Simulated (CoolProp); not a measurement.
Computed with CoolProp (reference Helmholtz-energy equation of state, Gao 2022).

For n-perfluorohexane, give the phase and the density (kg/m³), cp (kJ/(kg K)) at 108.55 °C and 1.34 MPa; 134.85 °C and 1.34 MPa; 166.35 °C and 1.34 MPa.


- 108.55 °C and 1.34 MPa: liquid; density 1400, cp 1.18
- 134.85 °C and 1.34 MPa: liquid; density 1280, cp 1.26
- 166.35 °C and 1.34 MPa: gas; density 214, cp 1.33
